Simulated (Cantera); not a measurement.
Charge: 1 mol Pb, a varied amount of H₂S, 33 mol N₂, held at 600 °C and 75.0 Torr.

These are equilibrium values from Cantera (NASA tables, ideal gas, pure condensed phases), not measurements of a reactor. Candidate condensed phases: Pb, PbS, S; 18 gas species. Rates play no part.

**Question.** Which condensed phases are stable at each of these points (n(H₂S) (mol)): 0.17, 0.29, 0.4, 0.52, 0.64, 0.76, 0.87, 0.99, 1.1, 1.2, 1.3, 1.5?

**Answer.** 
```csv
n(H₂S) (mol),condensed phases,Pb condensed (%)
0.17,Pb(l) + PbS(s),99.9
0.29,Pb(l) + PbS(s),99.9
0.4,Pb(l) + PbS(s),99.9
0.52,Pb(l) + PbS(s),99.9
0.64,Pb(l) + PbS(s),99.9
0.76,Pb(l) + PbS(s),99.9
0.87,Pb(l) + PbS(s),99.9
0.99,Pb(l) + PbS(s),99.9
1.1,PbS(s),99.9
1.2,PbS(s),99.9
1.3,PbS(s),99.9
1.5,PbS(s),99.9
```

From 0.17 mol H₂S to 0.99 mol H₂S the condensed part is Pb(l) + PbS(s). From 1.1 mol H₂S to 1.5 mol H₂S the condensed part is PbS(s).
